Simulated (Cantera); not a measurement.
Feed: 1 mol SiF4, 0.47 mol O2, equilibrated at 1725 °C and 8.50 Pa.

Method: chemical equilibrium by Gibbs-energy minimisation in Cantera with the NASA 1993 tables (ideal gas, pure condensed phases). Candidate condensed phases: Si, SiO2; 17 gas species. The tables' values for SiF3, SiO2, SiF2 are old estimates; treat these amounts as uncertain. Rates play no part.

Base state: SiF4 0.641, O2 0.287, O 0.0383, F 0.0211, SiF3 0.0107, SiO 0.00241, SiO2 0.000148, SiF2 5.28e-5 (mole fractions); condensed: gas only.

### Question
What changes in the equilibrium state with this change: SiF4 replaced by HMDSO?

### Answer
```tsv
species	before	after
H2	0	0.668
CO	0	0.158
H	0	0.142
SiF4	0.641	0
O2	0.287	<1e-9
O	0.0383	<1e-9
Si	<1e-9	0.0273
F	0.0211	0
SiF3	0.0107	0
SiC2	0	0.00112
Si2C	0	0.000742
C2H2 (acetylene)	0	0.000507
SiO2	0.000148	<1e-9
SiH	0	0.000140
C(graphite), mol	0	2.41
SiC(s), mol	0	1.62
```
The feed counts by its element totals alone. Further candidate phases: C, C6H6, C7H8, C8H18, H2O, SiC.

### Question
What changes in the equilibrium state with this change: temperature from 1725 °C to 1427 °C?

### Answer
| species | before | after |
|---|---|---|
| SiF4 | 0.641 | 0.678 |
| O2 | 0.287 | 0.318 |
| O | 0.0383 | 0.00273 |
| F | 0.0211 | 0.000657 |
| SiF3 | 0.0107 | 0.000592 |
| SiF2 | 5.28e-5 | 2.16e-7 |
| SiO | 0.00241 | 1.06e-5 |
The tables' values for SiF3 are old estimates; treat these amounts as uncertain.
